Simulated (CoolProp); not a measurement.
Aqueous potassium formate as a coolant, 32 % by mass, freezing at -23.5 °C, 1 atm.

Values from CoolProp's Melinder's fits for secondary coolants.

```json
[
 {"T (°C)": "-7.3", "viscosity (mPa s)": "3.44", "Prandtl number": "20.8", "cp (kJ/(kg K))": "3.038", "density (kg/m³)": "1214"},
 {"T (°C)": "-3.3", "viscosity (mPa s)": "3.04", "Prandtl number": "18.2", "cp (kJ/(kg K))": "3.045", "density (kg/m³)": "1212"},
 {"T (°C)": "0.7", "viscosity (mPa s)": "___", "Prandtl number": "16.1", "cp (kJ/(kg K))": "3.052", "density (kg/m³)": "1211"},
 {"T (°C)": "4.7", "viscosity (mPa s)": "2.43", "Prandtl number": "14.4", "cp (kJ/(kg K))": "3.059", "density (kg/m³)": "1210"},
 {"T (°C)": "8.7", "viscosity (mPa s)": "2.20", "Prandtl number": "12.9", "cp (kJ/(kg K))": "3.066", "density (kg/m³)": "1208"},
 {"T (°C)": "12.7", "viscosity (mPa s)": "2.01", "Prandtl number": "11.7", "cp (kJ/(kg K))": "3.073", "density (kg/m³)": "1207"},
 {"T (°C)": "16.7", "viscosity (mPa s)": "1.84", "Prandtl number": "10.6", "cp (kJ/(kg K))": "___", "density (kg/m³)": "1205"},
 {"T (°C)": "20.7", "viscosity (mPa s)": "1.69", "Prandtl number": "9.73", "cp (kJ/(kg K))": "3.087", "density (kg/m³)": "1203"},
 {"T (°C)": "24.8", "viscosity (mPa s)": "___", "Prandtl number": "8.93", "cp (kJ/(kg K))": "3.094", "density (kg/m³)": "1202"},
 {"T (°C)": "28.8", "viscosity (mPa s)": "1.46", "Prandtl number": "8.25", "cp (kJ/(kg K))": "3.101", "density (kg/m³)": "1200"},
 {"T (°C)": "32.8", "viscosity (mPa s)": "1.36", "Prandtl number": "7.64", "cp (kJ/(kg K))": "3.108", "density (kg/m³)": "1199"}
]
```

Q: Some entries are withheld; supply them.

A: 
- 0.7, viscosity (mPa s): 2.71
- 16.7, cp (kJ/(kg K)): 3.080
- 24.8, viscosity (mPa s): 1.57
